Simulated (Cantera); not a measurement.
A Cantera script and what it prints.

```python
import numpy as np
import cantera as ct

gas_names = """
    CL CLO CL2 Fe FeCL FeCL2 FeCL3 FeO Fe(OH)2 Fe2CL4 Fe2CL6 H HCL HOCL HO2 H2 H2O H2O2 O OH O2 O3
""".split()
cond_names = """
    Fe(a) Fe(c) Fe(d) Fe(L) FeCL2(s) FeCL2(L) FeCL3(s) FeCL3(L) FeO(s) FeO(L) Fe(OH)2(s) Fe(OH)3(s)
    Fe2O3(s) Fe3O4(s) H2O(s) H2O(L)
""".split()


# ... load() reads the species with a 1 bar reference pressure and builds the phases ...
atoms = {
    'FeCl3': {'Fe': 1, 'CL': 3},
    'H2O': {'H': 2, 'O': 1},
    'H2': {'H': 2},
}
top_T = {'Fe2O3(s)': 1830, 'Fe3O4(s)': 1870}  # K; cautious upper limits of use, not melting points


# ... equilibrate(T, P, feed) seeds the gas with the atoms and calls Mixture.equilibrate('TP', solver="vcs", rtol=1e-11, max_steps=5000) ...
results = []
feed = {'FeCl3': 1, 'H2O': 4.5, 'H2': 14}  # mol
T = 1400  # K
P = 1200  # Pa
mix = equilibrate(T, P, feed)
results.append((T, P, feed, dict(zip(mix.species_names, mix.species_moles))))
x = sorted(zip(gas.X, gas.species_names), reverse=True)
print(f"T = {T:g} K  P = {P:g} Pa  gas = {mix.phase_moles(0):.4g} mol")
print("   x: " + "  ".join(f"{s} {v:.3e}" for v, s in x if v > 1e-05))
print("   condensed (mol): " + ("  ".join(f"{mix.phase(i).name} {mix.phase_moles(i):.4g}"
      for i in range(1, mix.n_phases) if mix.phase_moles(i) > 1e-12) or "none"))
```

Output:

```
T = 1400 K  P = 1200 Pa  gas = 20 mol
   x: H2 6.392e-01  H2O 2.250e-01  HCL 1.215e-01  FeCL2 1.427e-02  H 3.550e-05
   condensed (mol): Fe(c) 0.7146
```

Equilibrium computed with Cantera from the NASA thermochemical tables; the gas is ideal and each condensed phase is pure.
